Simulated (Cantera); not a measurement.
A freely propagating, adiabatic, planar premixed flame of CH₄ : O₂ : N₂ = 1 : 1.67 : 5.83 (molar parts), equivalence ratio 1.2, unburnt at 350 K and 39000 Pa; mixture-averaged transport, grid criteria slope 0.08 and curve 0.16, no radiation.

Computed with Cantera and GRI-Mech 3.0 (53 species, 325 reactions). Burning velocities carry a grid error of a few per cent, more on coarse grids.

**Question.** How do the results move with these cheaper or finer settings: unity-Lewis-number transport; multicomponent transport; multicomponent+Soret transport; grid criteria slope 0.5, curve 1; grid criteria slope 0.25, curve 0.5; grid criteria slope 0.03, curve 0.06?

**Answer.** 
```
setting                               laminar burning velocity  thermal thickness  peak x(C₂H)  peak x(HCO)  grid points
------------------------------------  ------------------------  -----------------  -----------  -----------  -----------
as above                                             65.9 cm/s           0.840 mm      8.96e-7      7.17e-5          154
unity-Lewis-number transport                         41.6 cm/s            1.11 mm      5.95e-7      5.23e-5          144
multicomponent transport                             65.8 cm/s           0.854 mm      9.05e-7      7.16e-5          154
multicomponent+Soret transport                       65.6 cm/s           0.845 mm      8.46e-7      7.25e-5          154
grid criteria slope 0.5, curve 1                     71.1 cm/s           0.916 mm      8.45e-7      7.20e-5           48
grid criteria slope 0.25, curve 0.5                  68.1 cm/s           0.868 mm      8.86e-7      7.21e-5           73
grid criteria slope 0.03, curve 0.06                 65.4 cm/s           0.836 mm      8.97e-7      7.15e-5          381
```
The base run took very roughly 30 core-seconds.
Unity Lewis numbers drop preferential diffusion, which matters most where H2 and H carry the flame; Soret adds thermal diffusion.
